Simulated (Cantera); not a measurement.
Cantera run, input and output.

```python
import numpy as np
import cantera as ct

gas = ct.Solution("gri30.yaml")
gas.TPX = 400, 13332, {'CH4': 1, 'H2': 0.045, 'O2': 1.84, 'N2': 6.91}
flame = ct.FreeFlame(gas, width=0.16)
flame.set_refine_criteria(ratio=3, slope=0.08, curve=0.16)
flame.transport_model = "mixture-averaged"
flame.solve(loglevel=0, auto=True)
flame.transport_model = "multicomponent"
flame.soret_enabled = True
flame.solve(loglevel=0, refine_grid=True)
z, T = flame.grid, flame.T
thick = (T[-1] - T[0]) / np.gradient(T, z).max()
show = ['CH4', 'H2', 'O2', 'CH2O', 'CH2', 'HCN']
print(f"laminar burning velocity  {flame.velocity[0] * 100:.3f} cm/s")
print(f"burnt temperature         {T[-1]:.1f} K")
print(f"thermal thickness         {thick * 1e3:.4f} mm")
print(f"grid points               {len(z)}")
z0 = z[flame.heat_release_rate.argmax()]
print(f"{'z/mm':>9s}{'T/K':>9s}{'u/(m/s)':>9s}" + "".join(f"{s:>11s}" for s in show))
rows = []
for k in (-3, -2, -1.5, -1, -0.5, -0.25, 0, 0.25, 0.5, 1, 2, 4, 8):
    zz = z0 + k * thick
    rows.append([k * thick, np.interp(zz, z, T), np.interp(zz, z, flame.velocity),
                 *(np.interp(zz, z, flame.X[gas.species_index(s)]) for s in show)])
    print(f"{rows[-1][0] * 1e3:9.3f}{rows[-1][1]:9.1f}{rows[-1][2]:9.3f}" + "".join(f"{x:11.3e}" for x in rows[-1][3:]))
```

Output:

```
laminar burning velocity  95.619 cm/s
burnt temperature         2229.7 K
thermal thickness         2.1695 mm
grid points               166
     z/mm      T/K  u/(m/s)        CH4         H2         O2       CH2O        CH2        HCN
   -6.508    400.0    0.956  1.021e-01  4.879e-03  1.878e-01  4.307e-09 -8.531e-19  9.109e-13
   -4.339    400.4    0.958  1.019e-01  5.733e-03  1.876e-01  1.775e-07  7.778e-15  4.209e-11
   -3.254    402.8    0.965  1.014e-01  7.142e-03  1.874e-01  1.791e-06  2.347e-12  5.382e-10
   -2.169    441.6    1.062  9.769e-02  1.107e-02  1.854e-01  3.006e-05  3.214e-09  2.067e-08
   -1.085    840.9    2.057  7.242e-02  2.270e-02  1.563e-01  3.615e-04  4.811e-07  6.306e-07
   -0.542   1269.5    3.156  4.104e-02  3.110e-02  1.133e-01  8.884e-04  1.433e-05  1.923e-06
    0.000   1664.1    4.195  1.095e-02  3.427e-02  6.317e-02  7.427e-04  6.399e-05  4.150e-06
    0.542   1831.8    4.637  1.104e-03  2.897e-02  3.268e-02  1.613e-04  2.345e-05  4.230e-06
    1.085   1866.9    4.717  5.847e-05  2.467e-02  2.101e-02  1.105e-05  1.692e-06  2.220e-06
    2.169   1887.0    4.747  1.468e-07  2.371e-02  1.543e-02  2.950e-08  4.626e-09  4.255e-07
    4.339   1907.6    4.783  2.148e-11  2.426e-02  1.371e-02  3.592e-11  7.322e-13  2.323e-08
    8.678   1935.5    4.842  3.682e-15  2.388e-02  1.277e-02  3.087e-11  2.475e-16  4.110e-10
   17.356   1977.1    4.931  4.368e-17  2.283e-02  1.156e-02  3.063e-11  6.277e-17  2.166e-12
```

Model: GRI-Mech 3.0 (53 species, 325 reactions), integrated in Cantera. Burning velocities carry a grid error of a few per cent, more on coarse grids.
